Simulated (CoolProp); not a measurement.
A simple Rankine cycle with R134a: condensing at 313.15 K, boiler at 2.86 MPa, turbine inlet 372 K, turbine efficiency 0.9, pump efficiency 0.6, no recuperator. Each further row changes one setting.

The numbers come from the reference Helmholtz-energy equation of state, Tillner-Roth 1994 in CoolProp.

| case | thermal efficiency (%) | net work (kJ/kg) | heat in (kJ/kg) | turbine exit temperature (K) | volume ratio over the turbine |
|---|---|---|---|---|---|
| as stated | 8.8 | 17.2 | 195 | 326.7 | 3.06 |
| turbine inlet 392 K | 9.1 | 20.2 | 223 | 350.0 | (withheld) |
| condensing temperature 305.15 K | 10.3 | 21.4 | 207 | (withheld) | 3.83 |
| boiler pressure 2 MPa | 6.3 | (withheld) | 211 | 345.6 | (withheld) |
| turbine efficiency 0.8 | (withheld) | 15.0 | 195 | 328.8 | 3.10 |

### Question
Complete the blanks.

### Answer

- turbine inlet 392 K, volume ratio over the turbine: 2.92
- condensing temperature 305.15 K, turbine exit temperature (K): 318.8
- boiler pressure 2 MPa, net work (kJ/kg): 13.3
- boiler pressure 2 MPa, volume ratio over the turbine: 2.00
- turbine efficiency 0.8, thermal efficiency (%): 7.7
